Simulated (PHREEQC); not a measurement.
## Phosphoric acid bath (model solution)

Consider water at 25 °C with 0.3 mol/kgw H3PO4, 0.00066 mol/kgw K2HPO4 and 2.4e-07 mol/kgw H4SiO4. Closed to the air; pH follows from the charge balance.

Computed with PHREEQC (ion-association model, phreeqc.dat).

```json
{
  "pH": "1.38",
  "ionic_strength": "0.0500 mol/kgw",
  "activity_of_water": "0.994",
  "specific_conductance": "16300 µS/cm",
  "total_alkalinity": "-299 meq/kg"
}
```

| species | molality | activity | log γ |
|---|---|---|---|
| H3PO4 | 0.251 | 0.254 | 0.005 |
| H2PO4- | 0.0500 | 0.0414 | -0.082 |
| H+ | 0.0487 | 0.0416 | -0.069 |
| K+ | 0.00132 | 0.00107 | -0.090 |
| H4SiO4 | 2.40e-7 | 2.43e-7 | 0.005 |
| HPO4-2 | 1.33e-7 | 6.19e-8 | -0.334 |

Precipitation was switched off in this run. Complexes and solids missing from the database can't appear.
